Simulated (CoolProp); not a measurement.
Vapour pressure (MPa) of ammonia: the reference equation beside estimates from Tc = 132.4 °C, pc = 11.36 MPa, ω = 0.256.

Model: reference Helmholtz-energy equation of state, Gao 2020, in CoolProp.

```
T (°C)  reference  Lee-Kesler  van der Waals  Peng-Robinson
------  ---------  ----------  -------------  -------------
9.35       0.6011      0.6006          2.221         0.5986
19.95      0.8557      0.8595          2.675         0.8534
30.55       1.186       1.195          3.186          1.184
41.15       1.605       1.620          3.755          1.605
51.75       2.127       2.147          4.384          2.130
62.35       2.768       2.792          5.077          2.776
72.95       3.543       3.568          5.835          3.558
83.55       4.470       4.494          6.659          4.494
```

Absolute difference from the reference over all 8 rows, mean and median: Lee-Kesler 0.7 and 0.7 %, van der Waals 136.0 and 120.0 %, Peng-Robinson 0.3 and 0.3 %.
